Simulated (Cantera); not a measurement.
Feed: 1 mol borazine, 2.5 mol H₂O, 21 mol H₂, at 75.0 Torr.

Cantera equilibrium calculation (NASA polynomials, part measured and part estimated; ideal gas, pure solids and liquids). Candidate condensed phases: B, BN, B₂O₃, B₃O₃H₃, H₂O; 39 gas species. The feed counts by its element totals alone. Mutual solubility and eutectic melting of coexisting phases are not modelled. Gases not in the tables: H₃BO₃. Rates play no part.

log p: log10 of the partial pressure in bar; n: condensed amount in mol.

```json
[
 {"T (K)": "823", "log p H₂": "-1.01", "log p N₂": "-2.52", "log p HBO": "-12.27", "log p HBO₂": "-8.48", "n BN(s)": "1.36", "n B₂O₃(l)": "0.820"},
 {"T (K)": "923", "log p H₂": "-1.01", "log p N₂": "-2.52", "log p HBO": "-10.24", "log p HBO₂": "-7.27", "n BN(s)": "1.36", "n B₂O₃(l)": "0.821"},
 {"T (K)": "1023", "log p H₂": "-1.01", "log p N₂": "-2.52", "log p HBO": "-8.61", "log p HBO₂": "-6.31", "n BN(s)": "1.36", "n B₂O₃(l)": "0.821"},
 {"T (K)": "1123", "log p H₂": "-1.01", "log p N₂": "-2.52", "log p HBO": "___", "log p HBO₂": "___", "n BN(s)": "1.36", "n B₂O₃(l)": "0.821"},
 {"T (K)": "1223", "log p H₂": "-1.01", "log p N₂": "-2.52", "log p HBO": "___", "log p HBO₂": "___", "n BN(s)": "1.36", "n B₂O₃(l)": "0.820"},
 {"T (K)": "1323", "log p H₂": "-1.01", "log p N₂": "-2.52", "log p HBO": "-5.25", "log p HBO₂": "-4.36", "n BN(s)": "1.36", "n B₂O₃(l)": "0.814"},
 {"T (K)": "1423", "log p H₂": "-1.01", "log p N₂": "-2.52", "log p HBO": "-4.45", "log p HBO₂": "-3.90", "n BN(s)": "1.36", "n B₂O₃(l)": "0.796"},
 {"T (K)": "1523", "log p H₂": "-1.02", "log p N₂": "-2.53", "log p HBO": "-3.76", "log p HBO₂": "-3.51", "n BN(s)": "1.36", "n B₂O₃(l)": "0.742"},
 {"T (K)": "1623", "log p H₂": "-1.02", "log p N₂": "-2.52", "log p HBO": "-3.16", "log p HBO₂": "-3.18", "n BN(s)": "1.34", "n B₂O₃(l)": "0.572"}
]
```

### Question
What belongs in the gaps?

### Answer

- 1223, log p HBO: -6.18
- 1223, log p HBO₂: -4.90
- 1123, log p HBO: -7.29
- 1123, log p HBO₂: -5.54
